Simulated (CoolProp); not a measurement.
Vapour pressure (bar) of R1336mzz(Z): the reference equation beside estimates from Tc = 444.5 K, pc = 29.04 bar, ω = 0.386. Clausius-Clapeyron is anchored at 220.6 K with a constant enthalpy of vaporisation of 33.04 kJ/mol.

Computed with CoolProp (reference Helmholtz-energy equation of state, McLinden 2020).

```csv
T (K),reference,Clausius-Clapeyron,Redlich-Kwong
206.3,(withheld),0.002578,0.02194
220.6,0.008987,0.008987,0.05910
234.9,0.02655,0.02691,0.1368
249.2,0.06751,0.07102,0.2808
263.4,0.1510,(withheld),0.5211
277.7,(withheld),(withheld),0.8978
292,(withheld),0.7353,1.450
306.3,1.002,1.388,(withheld)
320.6,1.648,2.476,(withheld)
```

### Question
What belongs in the gaps?

### Answer

- 206.3, reference: 0.002526
- 263.4, Clausius-Clapeyron: 0.1678
- 277.7, reference: 0.3072
- 277.7, Clausius-Clapeyron: 0.3649
- 292, reference: 0.5746
- 306.3, Redlich-Kwong: 2.221
- 320.6, Redlich-Kwong: 3.252

Absolute difference from the reference over all 9 rows, mean and median: Clausius-Clapeyron 17.3 and 11.1 %, Redlich-Kwong 318.5 and 245.1 %.
